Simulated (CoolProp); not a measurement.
Vapour pressure (kPa) of octamethyltrisiloxane (MDM): the reference equation beside estimates from Tc = 292.2 °C, pc = 1438 kPa, ω = 0.528. Clausius-Clapeyron is anchored at 18.95 °C with a constant enthalpy of vaporisation of 48.89 kJ/mol.

The numbers come from the reference Helmholtz-energy equation of state, Thol 2017 in CoolProp.

```tsv
T (°C)	reference	Lee-Kesler	Clausius-Clapeyron	van der Waals	Redlich-Kwong	Peng-Robinson
12.75	0.2142	0.2347	0.2149	43.11	3.793	0.2723
18.95	0.3325	0.3587	0.3325	49.71	5.057	0.4108
25.15	0.5042	0.5368	0.5053	57.00	6.639	0.6072
31.25	0.7438	0.7827	0.7500	64.87	8.562	0.8755
37.45	1.082	1.127	1.103	73.63	10.94	1.248
43.65	1.546	1.596	1.598	83.18	13.82	1.748
49.85	2.169	2.223	2.281	93.56	17.26	2.412
56.05	2.994	3.049	3.214	104.8	21.33	3.279
62.25	4.070	4.122	4.472	116.9	26.11	4.397
68.35	5.429	5.473	6.116	129.8	31.57	5.794
74.55	7.179	7.210	8.315	143.8	37.98	7.578
80.75	9.373	9.384	11.18	158.8	45.32	9.798
86.95	12.09	12.08	14.89	174.8	53.68	12.53
```

Absolute difference from the reference over all 13 rows, mean and median: Lee-Kesler 3.4 and 2.5 %, Clausius-Clapeyron 7.7 and 5.2 %, van der Waals 6477.6 and 4213.5 %, Redlich-Kwong 811.7 and 695.8 %, Peng-Robinson 12.8 and 11.2 %.
